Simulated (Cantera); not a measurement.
An isothermal, constant-pressure homogeneous reactor starts with 1.08 % C2H6, 98.9 % N2, at 1700 K and 0.0130 bar.

Computed with Cantera and GRI-Mech 3.0 (53 species, 325 reactions). GRI-Mech 3.0 stops at C3 and has no aromatics, soot or wall deposition, so with more carbon than oxygen in the feed, carbon stays in small species such as C2H2 where larger ones or solid carbon would form. Radical loss at walls, strong at low pressure, is not modelled.

Task: Predict: x(C2H6) at 4.00 s; x(CH4) at 4.00 s; x(C2H2) at 4.00 s; x(H) at 4.00 s; x(HCN) at 4.00 s; x(CH2) at 4.00 s.

Result: 
```
Quantity                                               Value
-----------------  -----------------------------------------
x(C2H6) at 4.00 s     1.24e-9 (gas-phase equilibrium <1e-12)
x(CH4) at 4.00 s     9.56e-5 (gas-phase equilibrium 1.67e-7)
x(C2H2) at 4.00 s     0.0104 (gas-phase equilibrium 0.00111)
x(H) at 4.00 s     0.000135 (gas-phase equilibrium 0.000188)
x(HCN) at 4.00 s      6.33e-5 (gas-phase equilibrium 0.0188)
x(CH2) at 4.00 s    8.18e-8 (gas-phase equilibrium 2.82e-10)
```
